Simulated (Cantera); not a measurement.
What does this Cantera script print?

```python
import numpy as np
import cantera as ct

gas_names = """
    C CN CO CO2 C2 CCN CNC C2N2 C2O C3 C3O2 C4 C4N2 C5 N NCO NO NO2 NO3 N2 N2O O O2 O3 Pb PbO Pb2
""".split()
cond_names = """
    C(gr) Pb(cr) Pb(L) PbO(rd) PbO(yw) PbO(L) PbO2(s) Pb3O4(s)
""".split()


# ... load() reads the species with a 1 bar reference pressure and builds the phases ...
atoms = {
    'PbO': {'Pb': 1, 'O': 1},
    'CO': {'C': 1, 'O': 1},
    'N2': {'N': 2},
}
top_T = {'C(gr)': 4500, 'Pb3O4(s)': 820}  # K; cautious upper limits of use, not melting points


# ... equilibrate(T, P, feed) seeds the gas with the atoms and calls Mixture.equilibrate('TP', solver="vcs", rtol=1e-11, max_steps=5000) ...
results = []
feed = {'PbO': 1, 'CO': 0.14, 'N2': 0.13}  # mol
T = 1423.15  # K
P = 110  # Pa
mix = equilibrate(T, P, feed)
results.append((T, P, feed, dict(zip(mix.species_names, mix.species_moles))))
print(gas.report(threshold=0.0001))
for i in range(1, mix.n_phases):
    print(f"{mix.phase(i).name:16s} {mix.phase_moles(i):12.5e} mol")
```

It prints:

```
       temperature   1423.2 K
          pressure   110 Pa
           density   0.001603 kg/m^3
  mean mol. weight   172.43 kg/kmol
   phase of matter   gas

                          1 kg             1 kmol
                     ---------------   ---------------
          enthalpy        4.3772e+05        7.5476e+07  J
   internal energy        3.6909e+05        6.3643e+07  J
           entropy              1953        3.3675e+05  J/K
    Gibbs function       -2.3416e+06       -4.0377e+08  J
 heat capacity c_p            208.49             35951  J/K
 heat capacity c_v            160.27             27636  J/K

                      mass frac. Y      mole frac. X     chem. pot. / RT
                     ---------------   ---------------   ---------------
               CO2          0.026694           0.10459           -72.262
                NO        2.4769e-05        0.00014234             -36.2
                N2           0.01577          0.097068           -34.997
                O2         0.0094532          0.050942           -37.403
                Pb           0.24829           0.20662           -14.917
               PbO           0.69976            0.5406           -33.619
     [  +21 minor]        6.6646e-06        3.0537e-05

C(gr)             0.00000e+00 mol
Pb(L)             0.00000e+00 mol
PbO(L)            0.00000e+00 mol
```

Cantera equilibrium calculation (NASA polynomials, part measured and part estimated; ideal gas, pure solids and liquids). Gases not in the tables: (PbO)n polymers.
